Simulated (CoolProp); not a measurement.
Vapour-liquid equilibrium of CHF3 (R23) (1) + R227EA (2) at 2.43 bar; x and y are mole fractions of (1).

Computed with CoolProp (multi-fluid Helmholtz-energy mixture model, Penoncello 2003 and Lemmon 2016; pair parameters Bell 2016).

```
x     bubble temperature, mixture model (°C)  bubble temperature, Raoult's law (°C)  y, mixture model  y, Raoult's law
----  --------------------------------------  -------------------------------------  ----------------  ---------------
0.05                                     ___                                   -7.2               ___            0.421
0.2                                    -30.9                                  -30.2               ___            0.824
0.35                                     ___                                  -42.5             0.925            0.925
0.5                                    -52.5                                  -50.5               ___            0.964
0.65                                   -57.4                                  -56.3             0.978            0.982
0.8                                      ___                                  -60.7               ___            0.993
0.95                                   -64.3                                  -64.3             0.997            0.999
```

Task: What belongs in the gaps?

Result: 
- 0.05, bubble temperature, mixture model (°C): -5.5
- 0.05, y, mixture model: 0.360
- 0.2, y, mixture model: 0.815
- 0.35, bubble temperature, mixture model (°C): -44.7
- 0.5, y, mixture model: 0.961
- 0.8, bubble temperature, mixture model (°C): -61.1
- 0.8, y, mixture model: 0.989

The largest gap from Raoult's law is -2.2 K in bubble temperature, at x = 0.35. No azeotrope shows between x = 0.05 and 0.95.

The pair parameters rest on a limited set of measurements; away from them the model extrapolates. The gap from Raoult's law changes sign with composition, which may be real or a fault of the pair parameters; it wasn't checked against measurements.
